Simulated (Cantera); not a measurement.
**Premixed flame**

A freely propagating, adiabatic, planar premixed flame of CH₄ : H₂ : O₂ : N₂ = 1 : 0.25 : 1.77 : 6.66 (molar parts), equivalence ratio 1.2, unburnt at 575 K and 4.93 atm; multicomponent+Soret transport, grid criteria slope 0.08 and curve 0.16, no radiation.

Model: GRI-Mech 3.0 (53 species, 325 reactions), integrated in Cantera. Burning velocities carry a grid error of a few per cent, more on coarse grids.

```json
[
 {"z (mm)": "-0.302", "T (K)": "576", "u (m/s)": "0.703", "x CH₄": "0.103", "x H₂": "0.0254", "x O₂": "0.183", "x H": "<1e-8", "x O": "<1e-8", "x CO": "7.70e-6"},
 {"z (mm)": "-0.201", "T (K)": "581", "u (m/s)": "0.709", "x CH₄": "0.103", "x H₂": "0.0248", "x O₂": "0.183", "x H": "<1e-8", "x O": "<1e-8", "x CO": "0.000112"},
 {"z (mm)": "-0.151", "T (K)": "598", "u (m/s)": "0.730", "x CH₄": "0.101", "x H₂": "0.0243", "x O₂": "0.182", "x H": "<1e-8", "x O": "<1e-8", "x CO": "0.000465"},
 {"z (mm)": "-0.101", "T (K)": "705", "u (m/s)": "0.862", "x CH₄": "0.0932", "x H₂": "0.0246", "x O₂": "0.175", "x H": "6.42e-8", "x O": "1.26e-8", "x CO": "0.00322"},
 {"z (mm)": "-0.0503", "T (K)": "1180", "u (m/s)": "1.46", "x CH₄": "0.0625", "x H₂": "0.0288", "x O₂": "0.132", "x H": "3.29e-5", "x O": "5.92e-6", "x CO": "0.0197"},
 {"z (mm)": "-0.0251", "T (K)": "1602", "u (m/s)": "2.01", "x CH₄": "0.0333", "x H₂": "0.0324", "x O₂": "0.0869", "x H": "0.000359", "x O": "6.64e-5", "x CO": "0.0379"},
 {"z (mm)": "0", "T (K)": "1982", "u (m/s)": "2.51", "x CH₄": "0.00790", "x H₂": "0.0331", "x O₂": "0.0391", "x H": "0.00222", "x O": "0.000345", "x CO": "0.0549"},
 {"z (mm)": "0.0251", "T (K)": "2150", "u (m/s)": "2.72", "x CH₄": "0.000679", "x H₂": "0.0295", "x O₂": "0.0136", "x H": "0.00475", "x O": "0.000746", "x CO": "0.0562"},
 {"z (mm)": "0.0503", "T (K)": "2202", "u (m/s)": "2.78", "x CH₄": "3.78e-5", "x H₂": "0.0275", "x O₂": "0.00559", "x H": "0.00556", "x O": "0.000869", "x CO": "0.0508"},
 {"z (mm)": "0.101", "T (K)": "2249", "u (m/s)": "2.83", "x CH₄": "1.91e-7", "x H₂": "0.0272", "x O₂": "0.00231", "x H": "0.00490", "x O": "0.000652", "x CO": "0.0457"},
 {"z (mm)": "0.201", "T (K)": "2293", "u (m/s)": "2.88", "x CH₄": "<1e-8", "x H₂": "0.0271", "x O₂": "0.00113", "x H": "0.00344", "x O": "0.000342", "x CO": "0.0440"},
 {"z (mm)": "0.402", "T (K)": "2326", "u (m/s)": "2.91", "x CH₄": "<1e-8", "x H₂": "0.0267", "x O₂": "0.000480", "x H": "0.00214", "x O": "0.000143", "x CO": "0.0437"},
 {"z (mm)": "0.805", "T (K)": "2344", "u (m/s)": "2.93", "x CH₄": "<1e-8", "x H₂": "0.0265", "x O₂": "0.000196", "x H": "0.00135", "x O": "5.93e-5", "x CO": "0.0436"}
]
```
x: mole fraction of selected species; z is measured from the peak of heat release.

```
Item                         Result
------------------------  ---------
laminar burning velocity  70.2 cm/s
thermal thickness          0.101 mm
peak x(H)                   0.00557
peak x(O)                  0.000871
peak x(CO)                   0.0575
grid points                     151
```
